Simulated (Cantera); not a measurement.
Cantera run:

```python
import numpy as np
import cantera as ct

gas_names = """
    CL CL2 H HCL H2 N NH NH2 NH3 N2 N2H2 N2H4 Si SiCL SiCL2 SiCL3 SiCL4 SiH SiHCL3 SiH2 SiH2CL2 SiH3
    SiH3CL SiH4 SiN Si2 Si2N Si3
""".split()
cond_names = """
    NH4CL(a) NH4CL(b) Si(cr) Si(L) Si3N4(a)
""".split()


# ... load() reads the species with a 1 bar reference pressure and builds the phases ...
atoms = {
    'SiHCl3': {'Si': 1, 'H': 1, 'CL': 3},
    'HCl': {'H': 1, 'CL': 1},
    'N2': {'N': 2},
    'Cl2': {'CL': 2},
}
top_T = {'Si3N4(a)': 2400}  # K; cautious upper limits of use, not melting points


# ... equilibrate(T, P, feed) seeds the gas with the atoms and calls Mixture.equilibrate('TP', solver="vcs", rtol=1e-11, max_steps=5000) ...
results = []
feed = {'SiHCl3': 1, 'HCl': 2.1, 'N2': 25, 'Cl2': 0.035}  # mol
T = 923.15  # K
P = 97000  # Pa
mix = equilibrate(T, P, feed)
results.append((T, P, feed, dict(zip(mix.species_names, mix.species_moles))))
print(gas.report(threshold=1e-06))
for i in range(1, mix.n_phases):
    print(f"{mix.phase(i).name:16s} {mix.phase_moles(i):12.5e} mol")
```

Output:

```
       temperature   923.15 K
          pressure   97000 Pa
           density   0.40569 kg/m^3
  mean mol. weight   32.102 kg/kmol
   phase of matter   gas

                          1 kg             1 kmol
                     ---------------   ---------------
          enthalpy       -1.5668e+05       -5.0297e+06  J
   internal energy       -3.9578e+05       -1.2705e+07  J
           entropy            7301.1        2.3438e+05  J/K
    Gibbs function       -6.8966e+06       -2.2139e+08  J
 heat capacity c_p            1065.9             34219  J/K
 heat capacity c_v            806.94             25904  J/K

                      mass frac. Y      mole frac. X     chem. pot. / RT
                     ---------------   ---------------   ---------------
               HCL          0.079827          0.070289           -38.792
                H2         0.0012433          0.019797           -21.263
               NH3        1.3578e-06        2.5593e-06           -44.302
                N2           0.76938           0.88165           -24.816
             SiCL3        5.1102e-06        1.2203e-06           -106.93
             SiCL4           0.14942          0.028235           -135.09
            SiHCL3        0.00011977        2.8386e-05           -117.56
     [  +21 minor]        1.5473e-08        5.0732e-09

Si(cr)            0.00000e+00 mol
Si3N4(a)          6.76236e-02 mol
```

Cantera equilibrium calculation (NASA polynomials, part measured and part estimated; ideal gas, pure solids and liquids). N2 is the only nitrogen source here; it is nearly inert below about 1500 K, so the nitride shown seldom forms there in practice.
